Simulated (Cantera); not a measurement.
An adiabatic, constant-pressure homogeneous reactor starts with 12.2 % H₂, 18.5 % O₂, 69.3 % N₂, equivalence ratio 0.33, at 1073 K and 1000000 Pa.

Cantera simulation using the H2/O2 subset of GRI-Mech 3.0, which has no nitrogen chemistry; the numbers are that mechanism's predictions, not measurements. The hydrogen kinetics of GRI-Mech 3.0 are dated; newer H2 mechanisms differ, most at raised pressure.

One state of this run: T (K) = 1948; x H₂ = 2.17e-5; x O₂ = 0.132; x H₂O = 0.129; x O = 5.11e-5; x H₂O₂ = 2.30e-7; x HO₂ = 3.25e-6; x OH = 0.000897. x: mole fraction; the columns are a selection and need not sum to one.

Q: Which value of t (s) does it belong to?
(A) 3.60e-5
(B) 0.0362
(C) 0.000697
(D) 5.00e-6

A: B, 0.0362
